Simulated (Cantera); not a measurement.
A freely propagating, adiabatic, planar premixed flame of 13.1 % CH₄, 20.2 % O₂, 66.7 % N₂, unburnt at 575 K and 218 Torr; mixture-averaged transport, grid criteria slope 0.08 and curve 0.16, no radiation.

Detailed kinetics in Cantera: GRI-Mech 3.0 (53 species, 325 reactions). Burning velocities carry a grid error of a few per cent, more on coarse grids.

### Question
Predict: laminar burning velocity; thermal thickness; peak x(CH₂O); peak x(CO); peak x(C₂H₄).

### Answer
- laminar burning velocity: 148 cm/s
- thermal thickness: 0.968 mm
- peak x(CH₂O): 0.00134
- peak x(CO): 0.0852
- peak x(C₂H₄): 0.00132
